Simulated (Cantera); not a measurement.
Feed: 1 mol trisilylamine, 9.4 mol NH₃, 1.3 mol H₂, equilibrated at 750 Torr.

Equilibrium computed with Cantera from the NASA thermochemical tables; the gas is ideal and each condensed phase is pure. Candidate condensed phases: Si, Si₃N₄; 18 gas species. The feed counts by its element totals alone. Rates play no part. All values below are at 1475 K.

Base state: H₂ 0.861, N₂ 0.139, NH₃ 1.99e-5, H 1.20e-5 (mole fractions); condensed: Si₃N₄(s).

Problem. What changes in the equilibrium state with this change: 0.11 mol CO₂ added?

Solution. 
```
species            before     after
----------------  -------  --------
H₂                  0.861     0.856
N₂                  0.139     0.141
CH₄                     0   0.00213
HCN                     0  0.000307
CO                      0   2.97e-5
H                 1.20e-5   1.20e-5
Si₃N₄(s), mol        1.00     0.854
C(graphite), mol        0    0.0525
Si₂N₂O(s), mol          0     0.219
```
Mutual solubility and eutectic melting of coexisting phases are not modelled. Further candidate phases: C, C₆H₆, C₇H₈, C₈H₁₈, H₂O, SiC, SiO₂, Si₂N₂O.
